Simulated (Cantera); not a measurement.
Input: 1 mol BaF2, 1.7 mol H2O, 0.81 mol H2, held at 1250 K and 1.20e-6 bar.

Equilibrium computed with Cantera from the NASA thermochemical tables; the gas is ideal and each condensed phase is pure. Candidate condensed phases: Ba, BaF2, BaO, Ba(OH)2, H2O; 27 gas species. Mutual solubility and eutectic melting of coexisting phases are not modelled. Rates play no part.

Base state: H2O 0.574, H2 0.288, BaF2 0.0754, HF 0.0623, BaF 0.000439, H 0.000237, Ba(OH)2 4.72e-5 (mole fractions); condensed: BaF2(s) + BaO(s).

What changes in the equilibrium state with this change: pressure from 1.20e-6 bar to 0.00730 bar?


```
species         before     after
------------  --------  --------
H2O              0.574     0.676
H2               0.288     0.323
HF              0.0623  0.000867
BaF2            0.0754   1.24e-5
Ba(OH)2        4.72e-5   5.57e-5
BaF           0.000439   7.04e-8
H             0.000237   3.21e-6
BaF2(s), mol     0.700     0.999
BaO(s), mol     0.0867  0.000948
```
